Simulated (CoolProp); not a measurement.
Vapour-liquid equilibrium of carbon dioxide (1) + n-butane (2) at -4.65 °C; x and y are mole fractions of (1).

Computed with CoolProp (multi-fluid Helmholtz-energy mixture model, Span 1996 and Bücker 2006; pair parameters Kunz 2012).

Question: Give the bubble pressure and the first vapour's composition at x = 0.05, 0.35, 0.8. Is there an azeotrope?

Answer: x = 0.05: 0.3379 MPa, y = 0.739; x = 0.35: 1.578 MPa, y = 0.942; x = 0.8: 2.510 MPa, y = 0.973. No azeotrope shows between x = 0.05 and 0.95.

Pair parameters are fitted to limited data, so mixtures are less certain than the pure fluids. The gap from Raoult's law changes sign with composition, which may be real or a fault of the pair parameters; it wasn't checked against measurements. With so large a gap from Raoult's law the liquid may split in two, which this calculation doesn't test in full.
